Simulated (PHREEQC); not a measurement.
1 kg of water holding 0.088 mol/kgw Na2CO3, 0.46 mol/kgw Na2SO4, 0.42 mol/kgw KCl and 0.089 mol/kgw NaCl is evaporated at 20 °C; the solids stay in contact with the brine. CO2 is held at log p = -3.4 (atm). The run lets Arcanite, Burkeite, Glaserite, Halite, Kalicinite, Mirabilite, Misenite, Nahcolite, Natron, Sylvite, Thenardite, Trona precipitate or redissolve, and no other solid.

The numbers come from PHREEQC with the Pitzer model, pitzer.dat.

```json
[
 {"water left (kg)": "0.9995", "ionic strength": "2.13", "water activity": "0.964", "Halite (mol)": "0", "Thenardite (mol)": "0", "Glaserite (mol)": "0", "Mirabilite (mol)": "0", "Burkeite (mol)": "0", "pH": "9.61"},
 {"water left (kg)": "0.8215", "ionic strength": "2.59", "water activity": "0.956", "Halite (mol)": "0", "Thenardite (mol)": "0", "Glaserite (mol)": "0", "Mirabilite (mol)": "0", "Burkeite (mol)": "0", "pH": "9.63"},
 {"water left (kg)": "0.5548", "ionic strength": "3.84", "water activity": "0.936", "Halite (mol)": "0", "Thenardite (mol)": "0", "Glaserite (mol)": "0", "Mirabilite (mol)": "0", "Burkeite (mol)": "0", "pH": "9.67"},
 {"water left (kg)": "0.456", "ionic strength": "4.68", "water activity": "0.921", "Halite (mol)": "0", "Thenardite (mol)": "0", "Glaserite (mol)": "0", "Mirabilite (mol)": "0", "Burkeite (mol)": "0", "pH": "9.69"},
 {"water left (kg)": "0.3747", "ionic strength": "5.69", "water activity": "0.903", "Halite (mol)": "0", "Thenardite (mol)": "0", "Glaserite (mol)": "0", "Mirabilite (mol)": "0", "Burkeite (mol)": "0", "pH": "9.70"},
 {"water left (kg)": "0.308", "ionic strength": "6.53", "water activity": "0.884", "Halite (mol)": "0", "Thenardite (mol)": "0", "Glaserite (mol)": "0.0207", "Mirabilite (mol)": "0", "Burkeite (mol)": "0", "pH": "9.72"},
 {"water left (kg)": "0.2046", "ionic strength": "8.12", "water activity": "0.835", "Halite (mol)": "0", "Thenardite (mol)": "0", "Glaserite (mol)": "0.0700", "Mirabilite (mol)": "0.0190", "Burkeite (mol)": "0", "pH": "9.74"},
 {"water left (kg)": "0.1612", "ionic strength": "8.97", "water activity": "0.799", "Halite (mol)": "0", "Thenardite (mol)": "0", "Glaserite (mol)": "0.0886", "Mirabilite (mol)": "0.0544", "Burkeite (mol)": "0", "pH": "9.76"},
 {"water left (kg)": "0.1357", "ionic strength": "9.94", "water activity": "0.761", "Halite (mol)": "0", "Thenardite (mol)": "0.0360", "Glaserite (mol)": "0.101", "Mirabilite (mol)": "0.0263", "Burkeite (mol)": "0", "pH": "9.76"},
 {"water left (kg)": "0.1155", "ionic strength": "9.93", "water activity": "0.738", "Halite (mol)": "0", "Thenardite (mol)": "0.120", "Glaserite (mol)": "0.105", "Mirabilite (mol)": "0", "Burkeite (mol)": "0.000666", "pH": "9.79"},
 {"water left (kg)": "0.07802", "ionic strength": "9.62", "water activity": "0.720", "Halite (mol)": "0.104", "Thenardite (mol)": "0.0797", "Glaserite (mol)": "0.114", "Mirabilite (mol)": "0", "Burkeite (mol)": "0.0410", "pH": "9.74"},
 {"water left (kg)": "0.06413", "ionic strength": "9.62", "water activity": "0.720", "Halite (mol)": "0.176", "Thenardite (mol)": "0.0662", "Glaserite (mol)": "0.119", "Mirabilite (mol)": "0", "Burkeite (mol)": "0.0493", "pH": "9.74"}
]
```

Glaserite from water left = 0.308 kg (pH 9.72); Mirabilite from water left = 0.2046 kg (pH 9.74), last present at water left = 0.1357 kg; Thenardite from water left = 0.1357 kg (pH 9.76); Burkeite from water left = 0.1155 kg (pH 9.79); Halite from water left = 0.09493 kg (pH 9.74).
